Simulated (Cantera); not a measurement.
Input: 1 mol MgCO3, 0.85 mol H2, equilibrated at 573 K.

Equilibrium computed with Cantera from the NASA thermochemical tables; the gas is ideal and each condensed phase is pure. Candidate condensed phases: C, C6H6, C7H8, C8H18, H2O, Mg, MgCO3, MgO, Mg(OH)2; 116 gas species. The numbers say what is thermodynamically allowed, not how fast it happens.

### Question
Which condensed phases are stable at each of these points (P (Pa)): 10, 36, 130, 460, 1700, 6000, 22000, 77000, 280000, 1000000?

### Answer
```
P (Pa)                  condensed phases  Mg condensed (%)
-------  -------------------------------  ----------------
10                  C(graphite) + MgO(s)             100.0
36                  C(graphite) + MgO(s)             100.0
130                 C(graphite) + MgO(s)             100.0
460                 C(graphite) + MgO(s)             100.0
1700                C(graphite) + MgO(s)             100.0
6000     C(graphite) + MgCO3(s) + MgO(s)             100.0
22000                  MgCO3(s) + MgO(s)             100.0
77000                  MgCO3(s) + MgO(s)             100.0
280000                 MgCO3(s) + MgO(s)             100.0
1000000            MgCO3(s) + Mg(OH)2(s)             100.0
```

From 0.0750 Torr to 12.8 Torr the condensed part is C(graphite) + MgO(s). At 45.0 Torr the condensed part is C(graphite) + MgCO3(s) + MgO(s). From 165 Torr to 2100 Torr the condensed part is MgCO3(s) + MgO(s). At 7500 Torr the condensed part is MgCO3(s) + Mg(OH)2(s).
